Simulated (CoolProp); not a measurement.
The fluoroketone C6F12O (FK-5-1-12) along the isobar 4.12 MPa: density (kg/m³) from the reference equation and from simpler models built on Tc = 168.7 °C, pc = 1.869 MPa, ω = 0.471; each cubic takes its own stable root.

Computed with CoolProp (reference Helmholtz-energy equation of state, McLinden 2015).

```json
[
 {"T (°C)": "135.35", "phase": "liquid", "reference": "1251"},
 {"T (°C)": "141.45", "phase": "liquid", "reference": "1224"},
 {"T (°C)": "147.55", "phase": "liquid", "reference": "1196"},
 {"T (°C)": "153.65", "phase": "liquid", "reference": "1166"},
 {"T (°C)": "159.75", "phase": "liquid", "reference": "1135"},
 {"T (°C)": "165.85", "phase": "liquid", "reference": "1101"},
 {"T (°C)": "171.95", "phase": "supercritical", "reference": "1065"},
 {"T (°C)": "178.05", "phase": "supercritical", "reference": "1026"},
 {"T (°C)": "184.15", "phase": "supercritical", "reference": "983.5"},
 {"T (°C)": "190.25", "phase": "supercritical", "reference": "937.7"},
 {"T (°C)": "196.35", "phase": "supercritical", "reference": "888.4"},
 {"T (°C)": "202.45", "phase": "supercritical", "reference": "836.1"},
 {"T (°C)": "208.55", "phase": "supercritical", "reference": "782.0"},
 {"T (°C)": "214.65", "phase": "supercritical", "reference": "727.8"},
 {"T (°C)": "220.75", "phase": "supercritical", "reference": "675.8"},
 {"T (°C)": "226.85", "phase": "supercritical", "reference": "627.6"}
]
```

Question: How far does each simpler model (van der Waals, Redlich-Kwong, Soave-Redlich-Kwong, Peng-Robinson) lie from the reference over these 16 states: mean and median of the absolute difference, and the worst?

Answer: 
- van der Waals: mean 22.6 %, median 26.3 %, worst -33.7 % at 135.35 °C and 4.12 MPa
- Redlich-Kwong: mean 9.4 %, median 11.4 %, worst -13.5 % at 135.35 °C and 4.12 MPa
- Soave-Redlich-Kwong: mean 12.9 %, median 13.2 %, worst -14.8 % at 202.45 °C and 4.12 MPa
- Peng-Robinson: mean 4.3 %, median 4.8 %, worst -7.6 % at 208.55 °C and 4.12 MPa
